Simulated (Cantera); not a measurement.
Carbon deposition, reforming and gasification: CH₄ + CO₂

Charge: 1 mol CH₄, 0.026 mol CO₂, held at 10.0 mbar.

These are equilibrium values from Cantera (NASA tables, ideal gas, pure condensed phases), not measurements of a reactor. Candidate condensed phases: C, C₆H₆, C₇H₈, C₈H₁₈, H₂O; 131 gas species. Ions and electrons are included (thermal ionisation). The numbers say what is thermodynamically allowed, not how fast it happens.

```json
[
 {"T (°C)": "1727", "x H₂": "0.958", "x H": "0.0159", "x C": "3.04e-9", "x C₃": "2.77e-9", "x CO": "0.0251", "x C₂": "2.34e-10", "x C₂H₂ (acetylene)": "0.000736", "n C(graphite)": "0.971"},
 {"T (°C)": "1977", "x H₂": "0.902", "x H": "0.0705", "x C": "3.64e-7", "x C₃": "6.50e-7", "x CO": "0.0244", "x C₂": "5.72e-8", "x C₂H₂ (acetylene)": "0.00302", "n C(graphite)": "0.961"},
 {"T (°C)": "2227", "x H₂": "0.751", "x H": "0.218", "x C": "1.66e-5", "x C₃": "4.97e-5", "x CO": "0.0226", "x C₂": "4.58e-6", "x C₂H₂ (acetylene)": "0.00813", "n C(graphite)": "0.935"},
 {"T (°C)": "2477", "x H₂": "0.486", "x H": "0.477", "x C": "0.000378", "x C₃": "0.00169", "x CO": "0.0192", "x C₂": "0.000163", "x C₂H₂ (acetylene)": "0.0137", "n C(graphite)": "0.874"},
 {"T (°C)": "2727", "x H₂": "0.206", "x H": "0.717", "x C": "0.00507", "x C₃": "0.0312", "x CO": "0.0151", "x C₂": "0.00317", "x C₂H₂ (acetylene)": "0.0128", "n C(graphite)": "0.456"},
 {"T (°C)": "2977", "x H₂": "0.0654", "x H": "0.821", "x C": "0.0243", "x C₃": "0.0554", "x CO": "0.0125", "x C₂": "0.0111", "x C₂H₂ (acetylene)": "0.00227", "n C(graphite)": "0"},
 {"T (°C)": "3227", "x H₂": "0.0204", "x H": "0.844", "x C": "0.0682", "x C₃": "0.0353", "x CO": "0.0115", "x C₂": "0.0172", "x C₂H₂ (acetylene)": "0.000231", "n C(graphite)": "0"},
 {"T (°C)": "3477", "x H₂": "0.00670", "x H": "0.820", "x C": "0.133", "x C₃": "0.0121", "x CO": "0.0109", "x C₂": "0.0161", "x C₂H₂ (acetylene)": "1.83e-5", "n C(graphite)": "0"},
 {"T (°C)": "3727", "x H₂": "0.00253", "x H": "0.802", "x C": "0.174", "x C₃": "0.00185", "x CO": "0.0105", "x C₂": "0.00812", "x C₂H₂ (acetylene)": "1.07e-6", "n C(graphite)": "0"},
 {"T (°C)": "3977", "x H₂": "0.00110", "x H": "0.797", "x C": "0.188", "x C₃": "0.000214", "x CO": "0.0104", "x C₂": "0.00318", "x C₂H₂ (acetylene)": "6.45e-8", "n C(graphite)": "0"},
 {"T (°C)": "4227", "x H₂": "0.000530", "x H": "0.796", "x C": "0.191", "x C₃": "2.76e-5", "x CO": "0.0103", "x C₂": "0.00126", "x C₂H₂ (acetylene)": "4.91e-9", "n C(graphite)": "0"},
 {"T (°C)": "4477", "x H₂": "0.000276", "x H": "0.796", "x C": "0.193", "x C₃": "4.25e-6", "x CO": "0.0102", "x C₂": "0.000539", "x C₂H₂ (acetylene)": "4.80e-10", "n C(graphite)": "0"},
 {"T (°C)": "4727", "x H₂": "0.000153", "x H": "0.795", "x C": "0.193", "x C₃": "7.85e-7", "x CO": "0.00981", "x C₂": "0.000250", "x C₂H₂ (acetylene)": "5.89e-11", "n C(graphite)": "0"}
]
```
x: gas mole fraction; n: condensed amount in mol.

From 1727 °C to 2727 °C the condensed part is C(graphite). From 2977 °C to 4727 °C nothing is condensed. The main C-bearing gas is CO at 1727 °C and C at 4727 °C.
